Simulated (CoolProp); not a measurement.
Vapour-liquid equilibrium of R227EA (1) + isobutene (2) at 259.9 K; x and y are mole fractions of (1).

The numbers come from the multi-fluid Helmholtz-energy mixture model, Lemmon 2016 and Lemmon 2005; pair parameters Bell 2016 in CoolProp.

```
x     bubble pressure (MPa)  y at the bubble point  dew pressure at overall composition x (MPa)  liquid density (mol/L)
----  ---------------------  ---------------------  -------------------------------------------  ----------------------
0.05                0.09437                  0.198                                      0.08230                   11.13
0.15                 0.1134                  0.380                                      0.09015                   10.81
0.25                 0.1231             (withheld)                                   (withheld)                   10.52
0.35                 0.1284                  0.515                                       0.1100                   10.26
0.45                 0.1313                  0.555                                       0.1216              (withheld)
0.55                 0.1330                  0.594                                       0.1310                   9.788
0.65                 0.1334                  0.640                                   (withheld)                   9.587
0.75                 0.1321                  0.700                                       0.1301                   9.404
0.85             (withheld)                  0.785                                       0.1247                   9.239
0.95                 0.1210             (withheld)                                       0.1186                   9.089
```

Q: Fill in the missing entries.

A: 
- 0.25, y at the bubble point: 0.464
- 0.25, dew pressure at overall composition x (MPa): 0.09935
- 0.45, liquid density (mol/L): 10.01
- 0.65, dew pressure at overall composition x (MPa): 0.1333
- 0.85, bubble pressure (MPa): 0.1283
- 0.95, y at the bubble point: 0.912

y crosses x between x = 0.55 and 0.65: the model has an azeotrope there.

The pair parameters rest on a limited set of measurements; away from them the model extrapolates.
